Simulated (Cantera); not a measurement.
Input: 1 mol PbO, 0.11 mol O2, 0.12 mol H2, 1.5 mol CO, at 100 Torr.

Equilibrium computed with Cantera from the NASA thermochemical tables; the gas is ideal and each condensed phase is pure. Candidate condensed phases: C, C6H6, C7H8, C8H18, H2O, Pb, PbO, PbO2, Pb3O4; 113 gas species. Gases not in the tables: (PbO)n polymers. Rates play no part.

x: gas mole fraction; n: condensed amount in mol.

| T (K) | x CO2 | x Pb | x CO | x H2O | x H2 | n Pb(l) |
|---|---|---|---|---|---|---|
| 948 | 0.706 | 3.59e-5 | 0.220 | 0.0474 | 0.0267 | 1.000 |
| 1023 | 0.701 | 0.000200 | 0.225 | 0.0522 | 0.0219 | 1.000 |
| 1098 | 0.697 | 0.000876 | 0.229 | 0.0558 | 0.0182 | 0.999 |
| 1173 | 0.692 | 0.00316 | 0.231 | 0.0585 | 0.0153 | 0.995 |
| 1248 | 0.685 | 0.00975 | 0.231 | 0.0603 | 0.0131 | 0.984 |
| 1323 | 0.672 | 0.0264 | 0.229 | 0.0609 | 0.0112 | 0.956 |
| 1398 | 0.645 | 0.0639 | 0.222 | 0.0598 | 0.00951 | 0.889 |
| 1473 | 0.590 | 0.141 | 0.204 | 0.0558 | 0.00781 | [?] |
| 1548 | 0.487 | 0.288 | 0.171 | 0.0467 | 0.00587 | [?] |
| 1623 | 0.422 | 0.379 | 0.151 | 0.0411 | 0.00473 | [?] |

Fill in the missing entries.


- 1473, n Pb(l): 0.733
- 1548, n Pb(l): 0.339
- 1623, n Pb(l): 0
